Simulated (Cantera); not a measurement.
A freely propagating, adiabatic, planar premixed flame of CO : H₂ : O₂ : N₂ : H₂O = 0.78 : 0.036 : 0.518 : 2.33 : 0.8 (molar parts), unburnt at 575 K and 4.10 bar; mixture-averaged transport, grid criteria slope 0.08 and curve 0.16, no radiation.

Detailed kinetics in Cantera: GRI-Mech 3.0 (53 species, 325 reactions). The hydrogen kinetics of GRI-Mech 3.0 are dated; newer H2 mechanisms differ, most at raised pressure. Burning velocities carry a grid error of a few per cent, more on coarse grids.

x: mole fraction of selected species; z is measured from the peak of heat release.

```json
[
 {"z (mm)": "-0.637", "T (K)": "575", "u (m/s)": "0.409", "x CO": "0.175", "x H₂": "0.00781", "x O₂": "0.116", "x CO₂": "2.31e-6", "x N₂O": "<1e-8", "x HO₂": "5.09e-8"},
 {"z (mm)": "-0.425", "T (K)": "578", "u (m/s)": "0.411", "x CO": "0.175", "x H₂": "0.00736", "x O₂": "0.116", "x CO₂": "4.71e-5", "x N₂O": "<1e-8", "x HO₂": "6.93e-7"},
 {"z (mm)": "-0.319", "T (K)": "585", "u (m/s)": "0.416", "x CO": "0.174", "x H₂": "0.00688", "x O₂": "0.116", "x CO₂": "0.000218", "x N₂O": "<1e-8", "x HO₂": "2.65e-6"},
 {"z (mm)": "-0.212", "T (K)": "624", "u (m/s)": "0.443", "x CO": "0.172", "x H₂": "0.00598", "x O₂": "0.115", "x CO₂": "0.00170", "x N₂O": "<1e-8", "x HO₂": "1.59e-5"},
 {"z (mm)": "-0.106", "T (K)": "865", "u (m/s)": "0.610", "x CO": "0.150", "x H₂": "0.00443", "x O₂": "0.104", "x CO₂": "0.0189", "x N₂O": "8.52e-8", "x HO₂": "0.000163"},
 {"z (mm)": "-0.0531", "T (K)": "1168", "u (m/s)": "0.810", "x CO": "0.117", "x H₂": "0.00350", "x O₂": "0.0863", "x CO₂": "0.0530", "x N₂O": "2.44e-7", "x HO₂": "0.000273"},
 {"z (mm)": "0", "T (K)": "1489", "u (m/s)": "1.01", "x CO": "0.0707", "x H₂": "0.00288", "x O₂": "0.0630", "x CO₂": "0.106", "x N₂O": "5.06e-7", "x HO₂": "0.000122"},
 {"z (mm)": "0.0531", "T (K)": "1688", "u (m/s)": "1.12", "x CO": "0.0370", "x H₂": "0.00285", "x O₂": "0.0466", "x CO₂": "0.147", "x N₂O": "6.82e-7", "x HO₂": "5.39e-5"},
 {"z (mm)": "0.106", "T (K)": "1793", "u (m/s)": "1.18", "x CO": "0.0207", "x H₂": "0.00260", "x O₂": "0.0385", "x CO₂": "0.166", "x N₂O": "7.52e-7", "x HO₂": "2.94e-5"},
 {"z (mm)": "0.212", "T (K)": "1885", "u (m/s)": "1.23", "x CO": "0.00950", "x H₂": "0.00173", "x O₂": "0.0324", "x CO₂": "0.180", "x N₂O": "7.97e-7", "x HO₂": "1.28e-5"},
 {"z (mm)": "0.425", "T (K)": "1941", "u (m/s)": "1.26", "x CO": "0.00400", "x H₂": "0.000803", "x O₂": "0.0292", "x CO₂": "0.187", "x N₂O": "7.11e-7", "x HO₂": "4.78e-6"},
 {"z (mm)": "0.849", "T (K)": "1966", "u (m/s)": "1.27", "x CO": "…", "x H₂": "…", "x O₂": "0.0278", "x CO₂": "0.190", "x N₂O": "…", "x HO₂": "…"},
 {"z (mm)": "1.70", "T (K)": "1975", "u (m/s)": "1.28", "x CO": "…", "x H₂": "…", "x O₂": "0.0274", "x CO₂": "0.191", "x N₂O": "…", "x HO₂": "…"}
]
```

Q: Some entries are withheld; supply them.

A: 
- 0.849, x CO: 0.00156
- 0.849, x H₂: 0.000327
- 0.849, x N₂O: 4.31e-7
- 0.849, x HO₂: 1.95e-6
- 1.70, x CO: 0.000753
- 1.70, x H₂: 0.000173
- 1.70, x N₂O: 2.47e-7
- 1.70, x HO₂: 1.24e-6
